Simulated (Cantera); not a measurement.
Input (Python, Cantera):

```python
import numpy as np
import cantera as ct

gas = ct.Solution("h2o2.yaml")
gas.TPX = 650, 990000, {'H2': 1, 'O2': 0.781, 'N2': 3.28}
flame = ct.FreeFlame(gas, width=0.008)
flame.set_refine_criteria(ratio=3, slope=0.08, curve=0.16)
flame.transport_model = "mixture-averaged"
flame.solve(loglevel=0, auto=True)
z, T = flame.grid, flame.T
thick = (T[-1] - T[0]) / np.gradient(T, z).max()
show = ['H2', 'O2', 'HO2', 'H2O2', 'OH', 'H']
print(f"laminar burning velocity  {flame.velocity[0] * 100:.3f} cm/s")
print(f"burnt temperature         {T[-1]:.1f} K")
print(f"thermal thickness         {thick * 1e3:.4f} mm")
print(f"grid points               {len(z)}")
z0 = z[flame.heat_release_rate.argmax()]
print(f"{'z/mm':>9s}{'T/K':>9s}{'u/(m/s)':>9s}" + "".join(f"{s:>11s}" for s in show))
rows = []
for k in (-3, -2, -1.5, -1, -0.5, -0.25, 0, 0.25, 0.5, 1, 2, 4, 8):
    zz = z0 + k * thick
    rows.append([k * thick, np.interp(zz, z, T), np.interp(zz, z, flame.velocity),
                 *(np.interp(zz, z, flame.X[gas.species_index(s)]) for s in show)])
    print(f"{rows[-1][0] * 1e3:9.3f}{rows[-1][1]:9.1f}{rows[-1][2]:9.3f}" + "".join(f"{x:11.3e}" for x in rows[-1][3:]))
```

Result:

```
laminar burning velocity  187.052 cm/s
burnt temperature         2047.4 K
thermal thickness         0.0346 mm
grid points               112
     z/mm      T/K  u/(m/s)         H2         O2        HO2       H2O2         OH          H
   -0.104    650.5    1.865  1.943e-01  1.549e-01  2.884e-07  1.156e-07  2.017e-13  1.028e-13
   -0.069    653.2    1.858  1.872e-01  1.562e-01  2.677e-06  1.077e-06  1.011e-11  4.389e-12
   -0.052    658.6    1.856  1.788e-01  1.577e-01  9.147e-06  3.656e-06  1.250e-10  5.187e-11
   -0.035    685.3    1.892  1.587e-01  1.603e-01  6.062e-05  2.301e-05  7.815e-09  3.640e-09
   -0.017    871.4    2.317  1.116e-01  1.564e-01  6.711e-04  1.901e-04  2.735e-05  2.376e-05
   -0.009   1159.1    3.034  7.596e-02  1.387e-01  8.475e-04  2.155e-04  4.664e-04  5.186e-04
    0.000   1491.3    3.879  4.135e-02  1.100e-01  5.071e-04  2.558e-05  2.107e-03  2.135e-03
    0.009   1719.4    4.467  1.917e-02  8.648e-02  2.671e-04  5.171e-06  4.669e-03  2.913e-03
    0.017   1847.4    4.796  9.292e-03  7.488e-02  1.505e-04  3.461e-06  6.314e-03  2.313e-03
    0.035   1958.7    5.076  3.469e-03  6.856e-02  6.346e-05  2.122e-06  6.292e-03  9.430e-04
    0.069   2019.2    5.222  1.105e-03  6.731e-02  2.080e-05  1.120e-06  4.242e-03  1.907e-04
    0.138   2040.8    5.272  3.088e-04  6.741e-02  6.975e-06  5.710e-07  2.463e-03  3.075e-05
    0.277   2046.4    5.285  1.319e-04  6.756e-02  4.151e-06  3.991e-07  1.733e-03  9.837e-06
```

Computed with Cantera and the H2/O2 subset of GRI-Mech 3.0, which has no nitrogen chemistry. The hydrogen kinetics of GRI-Mech 3.0 are dated; newer H2 mechanisms differ, most at raised pressure. Burning velocities carry a grid error of a few per cent, more on coarse grids. Lean hydrogen flames are cellular in practice and burn faster than this planar one.
